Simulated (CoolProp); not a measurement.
Properties of carbon monoxide along the isotherm -124.45 °C.

Computed with CoolProp (reference Helmholtz-energy equation of state, Lemmon 2006). It is a short technical equation, of lower accuracy than the large ones.

| p (MPa) | phase | density (kg/m³) | cp (kJ/(kg K)) | cv (kJ/(kg K)) | expansivity (1/kK) | fugacity coefficient |
|---|---|---|---|---|---|---|
| 0.175 | gas | 4.013 | 1.058 | 0.7459 | 6.975 | 0.9881 |
| 0.35 | gas | 8.126 | 1.077 | [?] | 7.241 | 0.9763 |
| 0.525 | gas | 12.34 | 1.098 | 0.7536 | 7.525 | 0.9645 |
| 0.7 | gas | 16.68 | 1.121 | 0.7576 | 7.828 | 0.9528 |
| 0.875 | gas | [?] | 1.145 | 0.7617 | 8.153 | 0.9411 |
| 1.05 | gas | 25.71 | 1.171 | 0.7660 | 8.502 | 0.9295 |
| 1.22 | gas | 30.28 | 1.198 | 0.7703 | 8.866 | 0.9183 |
| 1.4 | gas | 35.28 | 1.229 | 0.7749 | 9.281 | 0.9065 |
| 1.57 | gas | 40.15 | 1.261 | 0.7795 | [?] | 0.8955 |
| 1.75 | gas | 45.47 | 1.298 | 0.7846 | 10.19 | 0.8838 |

### Question
Some entries are withheld; supply them.

### Answer

- 0.35, cv (kJ/(kg K)): 0.7497
- 0.875, density (kg/m³): 21.13
- 1.57, expansivity (1/kK): 9.706
